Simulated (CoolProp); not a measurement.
Vapour pressure (MPa) of n-dodecane: the reference equation beside estimates from Tc = 658.1 K, pc = 1.818 MPa, ω = 0.574.

Values from CoolProp's reference Helmholtz-energy equation of state, Lemmon 2004. It is a short technical equation, of lower accuracy than the large ones.

| T (K) | reference | Lee-Kesler | van der Waals | Redlich-Kwong | Soave-Redlich-Kwong |
|---|---|---|---|---|---|
| 473.1 | 0.06755 | 0.06775 | … | 0.1982 | 0.06784 |
| 476.1 | 0.07296 | 0.07322 | 0.4301 | 0.2086 | 0.07334 |
| 479.1 | 0.07870 | 0.07903 | 0.4437 | 0.2194 | 0.07918 |
| 482.2 | 0.08502 | 0.08541 | 0.4581 | 0.2310 | 0.08561 |
| 485.2 | 0.09150 | 0.09196 | … | 0.2426 | 0.09221 |
| 488.3 | 0.09860 | 0.09914 | 0.4873 | 0.2550 | 0.09946 |
| 491.3 | 0.1059 | 0.1065 | 0.5020 | 0.2675 | 0.1069 |
| 494.4 | … | 0.1146 | 0.5176 | 0.2808 | 0.1150 |
| 497.4 | 0.1220 | 0.1228 | 0.5329 | 0.2941 | 0.1234 |
| 500.4 | 0.1306 | 0.1315 | 0.5485 | 0.3079 | 0.1322 |
| 503.5 | 0.1400 | … | 0.5650 | 0.3226 | 0.1418 |
| 506.5 | 0.1495 | 0.1507 | 0.5812 | 0.3372 | 0.1516 |
| 509.6 | 0.1600 | 0.1612 | … | … | 0.1623 |
| 512.6 | 0.1706 | 0.1719 | 0.6151 | 0.3685 | 0.1731 |
| 515.7 | 0.1821 | 0.1836 | … | 0.3851 | 0.1850 |

Task: Fill in the missing entries.

Result: 
- 473.1, van der Waals: 0.4168
- 485.2, van der Waals: 0.4723
- 494.4, reference: 0.1138
- 503.5, Lee-Kesler: 0.1410
- 509.6, van der Waals: 0.5983
- 509.6, Redlich-Kwong: 0.3529
- 515.7, van der Waals: 0.6328

Absolute difference from the reference over all 15 rows, mean and median: Lee-Kesler 0.6 and 0.7 %, van der Waals 365.3 and 354.8 %, Redlich-Kwong 148.9 and 146.7 %, Soave-Redlich-Kwong 1.0 and 1.1 %.
